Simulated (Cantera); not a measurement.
## FeS + SO3 + N2 (roasting and sulfation)

Input: 1 mol FeS, 0.55 mol SO3, 34 mol N2, at 3.10 bar.

Cantera equilibrium calculation (NASA polynomials, part measured and part estimated; ideal gas, pure solids and liquids). Candidate condensed phases: Fe, FeO, FeS, FeSO4, FeS2, Fe2O3, Fe2(SO4)3, Fe3O4, S; 19 gas species. Metal and sulfide melt together well below either melting point, which pure phases cannot show. Mutual solubility and eutectic melting of coexisting phases are not modelled. The tables' stoichiometric FeO is somewhat more stable than real wüstite, so its field is too wide. FeO, FeS: taken at fixed stoichiometry. Gases not in the tables: S3 to S7. Equilibrium is a limit: real reactors are often held back by kinetics, nucleation or transport.

From 1075 K to 1325 K the condensed part is FeS(s) + Fe3O4(s). From 1375 K to 1425 K the condensed part is FeO(s) + FeS(s). From 1475 K to 1625 K the condensed part is FeO(s) + FeS(l).

| T (K) | x N2 | x SO2 | x S2 | x SO | x S2O | x S | n FeS(s) | n Fe3O4(s) | n FeO(s) | n FeS(l) |
|---|---|---|---|---|---|---|---|---|---|---|
| 1075 | 0.979 | 0.0196 | 0.00117 | 3.57e-6 | 6.64e-5 | 8.24e-10 | 0.784 | 0.0720 | 0 | 0 |
| 1125 | 0.979 | 0.0194 | 0.00142 | 6.81e-6 | 7.46e-5 | 2.66e-9 | 0.774 | 0.0755 | 0 | 0 |
| 1175 | 0.979 | 0.0191 | 0.00168 | 1.23e-5 | 8.29e-5 | 7.75e-9 | 0.762 | 0.0793 | 0 | 0 |
| 1225 | 0.979 | 0.0189 | 0.00197 | 2.11e-5 | 9.12e-5 | 2.07e-8 | 0.750 | 0.0833 | 0 | 0 |
| 1275 | 0.979 | 0.0186 | 0.00226 | 3.46e-5 | 9.92e-5 | 5.11e-8 | 0.737 | 0.0876 | 0 | 0 |
| 1325 | 0.979 | 0.0184 | 0.00257 | 5.47e-5 | 0.000107 | 1.18e-7 | 0.724 | 0.0921 | 0 | 0 |
| 1375 | 0.978 | 0.0186 | 0.00346 | 8.84e-5 | 0.000133 | 2.80e-7 | 0.651 | 0 | 0.349 | 0 |
| 1425 | 0.977 | 0.0179 | 0.00443 | 0.000134 | 0.000155 | 6.15e-7 | 0.604 | 0 | 0.396 | 0 |
| 1475 | 0.977 | 0.0172 | 0.00539 | 0.000195 | 0.000174 | 1.26e-6 | 0 | 0 | 0.442 | 0.558 |
| 1525 | 0.977 | 0.0167 | 0.00599 | 0.000273 | 0.000184 | 2.38e-6 | 0 | 0 | 0.471 | 0.529 |
| 1575 | 0.977 | 0.0162 | 0.00660 | 0.000374 | 0.000193 | 4.30e-6 | 0 | 0 | 0.501 | 0.499 |
| 1625 | 0.976 | 0.0157 | 0.00721 | 0.000500 | 0.000201 | 7.49e-6 | 0 | 0 | 0.531 | 0.469 |
x: gas mole fraction; n: condensed amount in mol.
